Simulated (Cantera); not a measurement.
Feed: 1 mol Al2O3, 5.6 mol N2, at 2723.15 K and 7.10 mbar.

Cantera equilibrium calculation (NASA polynomials, part measured and part estimated; ideal gas, pure solids and liquids). Candidate condensed phases: Al, AlN, Al2O3; 16 gas species. Equilibrium is a limit: real reactors are often held back by kinetics, nucleation or transport.

Base state: N2 0.964, O 0.0155, Al 0.00901, AlO 0.00611, NO 0.00260, Al2O 0.00180, O2 0.00107, Al2O2 6.62e-5 (mole fractions); condensed: Al2O3(l).

Problem. What changes in the equilibrium state with this change: temperature from 2723.15 K to 1848.15 K?

Solution. 
```tsv
species	before	after
N2	0.964	1.00
NO	0.00260	1.35e-7
Al	0.00901	1.03e-7
O	0.0155	2.53e-8
Al2O	0.00180	1.57e-9
AlO	0.00611	5.60e-9
O2	0.00107	<1e-9
Al2O3(l), mol	0.945	0
Al2O3(s), mol	0	1.00
```

Problem. What changes in the equilibrium state with this change: pressure from 7.10 mbar to 10.0 mbar?

Solution. 
```tsv
species	before	after
N2	0.964	0.974
O	0.0155	0.0109
Al	0.00901	0.00649
O2	0.00107	0.000748
AlO	0.00611	0.00436
Al2O2	6.62e-5	4.74e-5
Al2O	0.00180	0.00130
Al2O3(l), mol	0.945	0.961
```
